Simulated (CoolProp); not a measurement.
Vapour-liquid equilibrium of carbon dioxide (1) + 1-butene (2) at 242.2 K; x and y are mole fractions of (1).

Model: multi-fluid Helmholtz-energy mixture model, Span 1996 and Lemmon 2005; pair parameters Bell 2016, in CoolProp.

Problem. Give the bubble pressure and the first vapour's composition at x = 0.5, 0.65, 0.8. Is there an azeotrope?

Solution. x = 0.5: 0.8370 MPa, y = 0.970; x = 0.65: 0.9873 MPa, y = 0.978; x = 0.8: 1.132 MPa, y = 0.986. No azeotrope shows between x = 0.05 and 0.95.

Pair parameters are fitted to limited data, so mixtures are less certain than the pure fluids. The gap from Raoult's law changes sign with composition, which may be real or a fault of the pair parameters; it wasn't checked against measurements.
